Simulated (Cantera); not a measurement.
Cantera run, input and output.

```python
import numpy as np
import cantera as ct

gas = ct.Solution("gri30.yaml")
gas.TPX = 1125, 860000, {'CO': 1, 'H2': 0.81, 'O2': 0.905, 'N2': 3.4}
reactor = ct.IdealGasConstPressureReactor(gas, energy="on", clone=False)
net = ct.ReactorNet([reactor])
net.rtol, net.atol = 1e-08, 1e-16
show = ['CO', 'H2', 'O2', 'H2O', 'NO2']
times = np.geomspace(1e-06, 0.6, 12)

steps = ct.SolutionArray(gas, extra=["t"])
rows = []
print(f"{'t/s':>10s}{'T/K':>9s}{'P/Pa':>11s}" + "".join(f"{s:>11s}" for s in show))
for t in times:
    while net.time < t:
        t_next = net.step()
        steps.append(gas.state, t=t_next)
    rows.append([np.interp(t, steps.t, y) for y in (steps.T, steps.P, *steps(*show).X.T)])
    print(f"{t:10.3e}{rows[-1][0]:9.1f}{rows[-1][1]:11.4g}" + "".join(f"{x:11.3e}" for x in rows[-1][2:]))
rate = np.gradient(steps.T, steps.t)
print("integrator steps:", len(steps.t))
if steps.T.max() > steps.T[0] + 200:
    print(f"time of steepest temperature rise: {steps.t[rate.argmax()]:.4e} s")
gas.TPX = 1125, 860000, {'CO': 1, 'H2': 0.81, 'O2': 0.905, 'N2': 3.4}
gas.equilibrate("HP")
print(f"equilibrium (HP): T = {gas.T:.1f} K  " + "  ".join(f"{s} {gas[s].X[0]:.3e}" for s in show))
```

Result:

```
       t/s      T/K       P/Pa         CO         H2         O2        H2O        NO2
 1.000e-06   1125.0    8.6e+05  1.635e-01  1.325e-01  1.480e-01  4.765e-09  2.423e-26
 3.352e-06   1125.0    8.6e+05  1.635e-01  1.325e-01  1.480e-01  3.381e-08  5.470e-24
 1.123e-05   1125.0    8.6e+05  1.635e-01  1.325e-01  1.480e-01  2.461e-07  9.210e-22
 3.766e-05   1125.1    8.6e+05  1.635e-01  1.325e-01  1.480e-01  4.091e-06  1.185e-18
 1.262e-04   1137.4    8.6e+05  1.632e-01  1.314e-01  1.471e-01  1.020e-03  1.634e-12
 4.231e-04   2815.4    8.6e+05  5.047e-02  7.221e-03  2.193e-02  1.348e-01  3.421e-06
 1.418e-03   2806.9    8.6e+05  5.079e-02  7.316e-03  2.006e-02  1.350e-01  6.094e-06
 4.753e-03   2806.6    8.6e+05  5.080e-02  7.320e-03  1.999e-02  1.350e-01  6.190e-06
 1.593e-02   2806.6    8.6e+05  5.080e-02  7.320e-03  1.999e-02  1.350e-01  6.190e-06
 5.340e-02   2806.6    8.6e+05  5.080e-02  7.320e-03  1.999e-02  1.350e-01  6.190e-06
 1.790e-01   2806.6    8.6e+05  5.080e-02  7.320e-03  1.999e-02  1.350e-01  6.190e-06
 6.000e-01   2806.6    8.6e+05  5.080e-02  7.320e-03  1.999e-02  1.350e-01  6.190e-06
integrator steps: 1490
time of steepest temperature rise: 1.6552e-04 s
equilibrium (HP): T = 2806.6 K  CO 5.080e-02  H2 7.320e-03  O2 1.999e-02  H2O 1.350e-01  NO2 6.190e-06
```

Computed with Cantera and GRI-Mech 3.0 (53 species, 325 reactions). The hydrogen kinetics of GRI-Mech 3.0 are dated; newer H2 mechanisms differ, most at raised pressure.
